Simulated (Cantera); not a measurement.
An adiabatic, constant-volume homogeneous reactor starts with CH3OH : O2 : N2 = 1 : 2.42 : 29 (molar parts), at 1398 K and 10.0 bar. Integrator tolerance rtol = 1e-08.

Computed with Cantera and GRI-Mech 3.0 (53 species, 325 reactions). GRI-Mech 3.0 was tuned for natural gas; its chemistry of methanol as a main component is partial and can be far from experiment.

What does this change do: pressure from 10.0 bar to 5.00 bar?


```
quantity                                                              before                                      after
---------------------------------  -----------------------------------------  -----------------------------------------
time of steepest temperature rise                                   0.153 ms                                   0.265 ms
temperature at 3.00 s                                                 2100 K                                     2098 K
equilibrium temperature                                               2100 K                                     2098 K
x(CH3OH) at 3.00 s                     <1e-12 (gas-phase equilibrium <1e-12)      <1e-12 (gas-phase equilibrium <1e-12)
x(O2) at 3.00 s                        0.0260 (gas-phase equilibrium 0.0260)      0.0260 (gas-phase equilibrium 0.0260)
x(CH2) at 3.00 s                       <1e-12 (gas-phase equilibrium <1e-12)      <1e-12 (gas-phase equilibrium <1e-12)
x(CO) at 3.00 s                    0.000141 (gas-phase equilibrium 0.000141)  0.000197 (gas-phase equilibrium 0.000197)
x(C2H) at 3.00 s                       <1e-12 (gas-phase equilibrium <1e-12)      <1e-12 (gas-phase equilibrium <1e-12)
x(NO) at 3.00 s                      0.00371 (gas-phase equilibrium 0.00371)    0.00369 (gas-phase equilibrium 0.00369)
x(NO2) at 3.00 s                     7.48e-6 (gas-phase equilibrium 7.48e-6)    5.28e-6 (gas-phase equilibrium 5.28e-6)
```

What does this change do: initial temperature 1398 to 1625 K?


| quantity | before | after |
|---|---|---|
| time of steepest temperature rise | 0.153 ms | 19.9 µs |
| temperature at 3.00 s | 2100 K | 2298 K |
| equilibrium temperature | 2100 K | 2298 K |
| x(CH3OH) at 3.00 s | <1e-12 (gas-phase equilibrium <1e-12) | <1e-12 (gas-phase equilibrium <1e-12) |
| x(O2) at 3.00 s | 0.0260 (gas-phase equilibrium 0.0260) | 0.0249 (gas-phase equilibrium 0.0249) |
| x(CH2) at 3.00 s | <1e-12 (gas-phase equilibrium <1e-12) | <1e-12 (gas-phase equilibrium <1e-12) |
| x(CO) at 3.00 s | 0.000141 (gas-phase equilibrium 0.000141) | 0.000576 (gas-phase equilibrium 0.000576) |
| x(C2H) at 3.00 s | <1e-12 (gas-phase equilibrium <1e-12) | <1e-12 (gas-phase equilibrium <1e-12) |
| x(NO) at 3.00 s | 0.00371 (gas-phase equilibrium 0.00371) | 0.00571 (gas-phase equilibrium 0.00571) |
| x(NO2) at 3.00 s | 7.48e-6 (gas-phase equilibrium 7.48e-6) | 8.33e-6 (gas-phase equilibrium 8.33e-6) |
